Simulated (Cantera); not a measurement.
**BaF2 + HF + H2 (halide evaporation, hydrolysis and transport)**

Feed: 1 mol BaF2, 0.58 mol HF, 14 mol H2, at 1.00 bar.

Cantera equilibrium calculation (NASA polynomials, part measured and part estimated; ideal gas, pure solids and liquids). Candidate condensed phases: Ba, BaF2; 14 gas species. Kinetics and transport are ignored.

From 600 °C to 1300 °C the condensed part is BaF2(s). From 1400 °C to 1600 °C the condensed part is BaF2(l).

```json
[
 {"T (°C)": "600", "x H2": "0.960", "x HF": "0.0398", "x BaF2": "<1e-12", "x H": "4.58e-11", "x BaF": "<1e-12", "x H2F2": "1.04e-7", "n BaF2(s)": "1.00", "n BaF2(l)": "0"},
 {"T (°C)": "700", "x H2": "0.960", "x HF": "0.0398", "x BaF2": "2.60e-12", "x H": "1.06e-9", "x BaF": "<1e-12", "x H2F2": "6.87e-8", "n BaF2(s)": "1.00", "n BaF2(l)": "0"},
 {"T (°C)": "800", "x H2": "0.960", "x HF": "0.0398", "x BaF2": "2.22e-10", "x H": "1.37e-8", "x BaF": "<1e-12", "x H2F2": "4.92e-8", "n BaF2(s)": "1.00", "n BaF2(l)": "0"},
 {"T (°C)": "900", "x H2": "0.960", "x HF": "0.0398", "x BaF2": "8.45e-9", "x H": "1.16e-7", "x BaF": "<1e-12", "x H2F2": "3.75e-8", "n BaF2(s)": "1.00", "n BaF2(l)": "0"},
 {"T (°C)": "1000", "x H2": "0.960", "x HF": "0.0398", "x BaF2": "1.73e-7", "x H": "6.99e-7", "x BaF": "4.49e-12", "x H2F2": "2.99e-8", "n BaF2(s)": "1.000", "n BaF2(l)": "0"},
 {"T (°C)": "1100", "x H2": "0.960", "x HF": "0.0398", "x BaF2": "2.16e-6", "x H": "3.26e-6", "x BaF": "2.29e-10", "x H2F2": "2.48e-8", "n BaF2(s)": "1.000", "n BaF2(l)": "0"},
 {"T (°C)": "1200", "x H2": "0.960", "x HF": "0.0398", "x BaF2": "1.84e-5", "x H": "1.24e-5", "x BaF": "6.53e-9", "x H2F2": "2.11e-8", "n BaF2(s)": "1.000", "n BaF2(l)": "0"},
 {"T (°C)": "1300", "x H2": "0.960", "x HF": "0.0398", "x BaF2": "0.000115", "x H": "3.98e-5", "x BaF": "1.17e-7", "x H2F2": "1.84e-8", "n BaF2(s)": "0.998", "n BaF2(l)": "0"},
 {"T (°C)": "1400", "x H2": "0.960", "x HF": "0.0398", "x BaF2": "0.000544", "x H": "0.000112", "x BaF": "1.40e-6", "x H2F2": "1.64e-8", "n BaF2(s)": "0", "n BaF2(l)": "0.992"},
 {"T (°C)": "1500", "x H2": "0.958", "x HF": "0.0397", "x BaF2": "0.00199", "x H": "0.000278", "x BaF": "1.16e-5", "x H2F2": "1.48e-8", "n BaF2(s)": "0", "n BaF2(l)": "0.971"},
 {"T (°C)": "1600", "x H2": "0.953", "x HF": "0.0396", "x BaF2": "0.00624", "x H": "0.000630", "x BaF": "7.55e-5", "x H2F2": "1.34e-8", "n BaF2(s)": "0", "n BaF2(l)": "0.907"}
]
```
x: gas mole fraction; n: condensed amount in mol.
